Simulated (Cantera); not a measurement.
Charge: 1 mol Ta(OEt)5, 12 mol H2O, equilibrated at 13300 Pa.

These are equilibrium values from Cantera (NASA tables, ideal gas, pure condensed phases), not measurements of a reactor. Candidate condensed phases: C, C6H6, C7H8, C8H18, H2O, Ta, TaC, Ta2O5; 113 gas species. The feed counts by its element totals alone. Rates play no part.

Question: At 1600 K, list the 5 most abundant gas species with their mole fractions, and the condensed phases.

Answer: H2 0.597, CO 0.273, H2O 0.113, CO2 0.0172, H 0.000115. Condensed: Ta2O5(s).
